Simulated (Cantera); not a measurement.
Input: 1 mol SiF₄, 37 mol N₂, at 1523 K and 0.210 bar.

Equilibrium computed with Cantera from the NASA thermochemical tables; the gas is ideal and each condensed phase is pure. Candidate condensed phases: Si, Si₃N₄; 16 gas species. The numbers say what is thermodynamically allowed, not how fast it happens.

Base state: N₂ 0.974, SiF₄ 0.0263 (mole fractions); condensed: gas only.

What changes in the equilibrium state with this change: SiF₄ replaced by trisilylamine?


| species | before | after |
|---|---|---|
| N₂ | 0.974 | 0.887 |
| H₂ | 0 | 0.112 |
| H | 0 | 1.69e-5 |
| SiF₄ | 0.0263 | 0 |
| Si₃N₄(s), mol | 0 | 1.00 |
The feed counts by its element totals alone.
